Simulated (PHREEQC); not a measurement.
Make-up at 45 °C: 3.8 mmol/kgw HF and 7.5 mmol/kgw CuSO4. Closed to the air; pH follows from the charge balance.

The numbers come from PHREEQC with the ion-association model, wateq4f.dat.

```
Property                  Result
----------------  --------------
pH                          3.04
ionic strength    0.0224 mol/kgw
total alkalinity    -3.80 meq/kg
```

```tsv
species	molality	activity	log γ
Cu+2	0.00541	0.00308	-0.244
SO4-2	0.00504	0.00281	-0.255
HF	0.00230	0.00231	0.002
CuSO4	0.00200	0.00201	0.002
F-	0.00137	0.00118	-0.067
H+	0.00102	0.000901	-0.055
HSO4-	0.000456	0.000393	-0.065
CuF+	9.10e-5	7.83e-5	-0.065
HF2-	1.36e-5	1.16e-5	-0.067
H2F2	6.54e-6	6.57e-6	0.002
CuOH+	3.99e-8	3.42e-8	-0.066
```

This is a speciation only: nothing precipitates in the calculation. Complexes and solids missing from the database can't appear. At this temperature some constants are extrapolated from 25 °C, and those without enthalpy data are left unchanged.
